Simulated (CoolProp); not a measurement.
n-pentane along the isotherm 67.15 °C: fugacity coefficient from the reference equation and from simpler models built on Tc = 196.5 °C, pc = 3368 kPa, ω = 0.251; each cubic takes its own stable root.

The numbers come from the reference Helmholtz-energy equation of state, Thol 2019 in CoolProp.

```tsv
p (kPa)	phase	reference
459	liquid	0.5312
918	liquid	0.2710
1380	liquid	0.1840
1840	liquid	0.1408
2300	liquid	0.1150
2760	liquid	0.09775
3210	liquid	0.08572
3670	liquid	0.07650
4130	liquid	0.06936
4590	liquid	0.06367
5050	liquid	0.05905
```

Task: How far does each simpler model (van der Waals, Redlich-Kwong, Soave-Redlich-Kwong, Peng-Robinson) lie from the reference over these 11 states: mean and median of the absolute difference, and the worst?

Result: 
- van der Waals: mean 181.9 %, median 191.0 %, worst +209.4 % at 67.15 °C and 5050 kPa
- Redlich-Kwong: mean 47.5 %, median 47.5 %, worst +49.5 % at 67.15 °C and 5050 kPa
- Soave-Redlich-Kwong: mean 2.2 %, median 2.2 %, worst +3.2 % at 67.15 °C and 5050 kPa
- Peng-Robinson: mean 0.2 %, median 0.2 %, worst -0.5 % at 67.15 °C and 5050 kPa

At some of these states van der Waals gives the other phase, because its saturation line lies elsewhere.
